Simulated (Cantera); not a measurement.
Feed: 1 mol Fe2O3, 3.2 mol SO3, 6.2 mol N2, at 752 °C and 68.0 mbar.

Cantera equilibrium calculation (NASA polynomials, part measured and part estimated; ideal gas, pure solids and liquids). Candidate condensed phases: Fe, FeO, FeS, FeSO4, FeS2, Fe2O3, Fe2(SO4)3, Fe3O4, S; 19 gas species. Kinetics and transport are ignored.

Task: What is the equilibrium state?

Result: 
```json
{
  "x(N2)": "0.573",
  "x(SO2)": "0.262",
  "x(O2)": "0.131",
  "x(SO3)": "0.0336",
  "x(NO)": "2.76e-5",
  "n(Fe2O3(s))": "1.00 mol",
  "gas_amount": "10.82 mol",
  "log10 activity of Fe(α) (absent)": "-12.62",
  "log10 activity of S(l) (absent)": "-14.74"
}
```
